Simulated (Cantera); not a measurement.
## Pyrogenic steam for wet oxidation

A perfectly stirred reactor is fed with H2 : O2 : N2 = 1.9 : 1 : 13 (molar parts), equivalence ratio 0.95, at 100000 Pa; it is held at 1050 K, and followed from long to short residence time.

Detailed kinetics in Cantera: the H2/O2 subset of GRI-Mech 3.0, which has no nitrogen chemistry. The temperature is held fixed by assumption; the heat of reaction is taken as removed at once.

| τ (s) | x H2 | x O2 | x O | x HO2 | x H2O |
|---|---|---|---|---|---|
| 19 | 0.000366 | 0.00352 | 2.24e-7 | 2.74e-6 | 0.127 |
| 5.9 | 0.000528 | 0.00360 | 6.52e-7 | 3.28e-6 | 0.127 |
| 1.8 | 0.000777 | 0.00373 | 1.88e-6 | 3.81e-6 | 0.126 |
| 0.57 | 0.00124 | 0.00396 | 4.88e-6 | 4.43e-6 | 0.126 |
| 0.18 | 0.00212 | 0.00440 | 1.16e-5 | 5.27e-6 | 0.125 |
| 0.054 | 0.00385 | 0.00527 | 2.64e-5 | 6.56e-6 | 0.123 |
| 0.017 | 0.00678 | 0.00676 | 5.44e-5 | 8.53e-6 | 0.120 |
| 0.0052 | 0.0119 | 0.00938 | 0.000109 | 1.17e-5 | 0.114 |
| 0.0016 | 0.0203 | 0.0137 | 0.000207 | 1.65e-5 | 0.104 |
| 0.00050 | 0.0334 | 0.0205 | 0.000374 | 2.30e-5 | 0.0894 |
x: mole fraction; the columns are a selection and need not sum to one.
